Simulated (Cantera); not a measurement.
A perfectly stirred reactor is fed with 0.860 % CH2O, 1.78 % O2, 93.5 % N2, 3.83 % CH4, equivalence ratio 4.8, at 190000 Pa; it is held at 1423 K, and followed from long to short residence time.

Computed with Cantera and GRI-Mech 3.0 (53 species, 325 reactions). The temperature is held fixed by assumption; the heat of reaction is taken as removed at once.

x: mole fraction; the columns are a selection and need not sum to one.

```tsv
τ (s)	x CH2O	x O2	x CO2	x C2H6	x HO2	x NO
13	2.04e-6	0.000113	0.00343	8.20e-6	6.96e-9	2.19e-10
4.9	5.02e-6	0.000275	0.00336	1.72e-5	1.72e-8	4.11e-10
1.8	1.18e-5	0.000614	___	3.49e-5	4.13e-8	6.76e-10
0.69	2.52e-5	0.00120	___	6.50e-5	9.49e-8	9.62e-10
0.26	5.40e-5	0.00222	___	0.000117	2.28e-7	1.24e-9
0.096	0.000120	0.00400	___	0.000205	5.95e-7	1.37e-9
0.036	0.000282	0.00689	___	0.000330	1.62e-6	1.12e-9
0.013	0.000733	0.0107	___	0.000429	4.43e-6	4.90e-10
0.0050	0.00152	0.0130	___	0.000416	9.69e-6	1.87e-10
```

**Question.** Some entries are withheld; supply them.

**Answer.** 
- 1.8, x CO2: 0.00298
- 0.69, x CO2: 0.00250
- 0.26, x CO2: 0.00201
- 0.096, x CO2: 0.00156
- 0.036, x CO2: 0.00111
- 0.013, x CO2: 0.000658
- 0.0050, x CO2: 0.000393
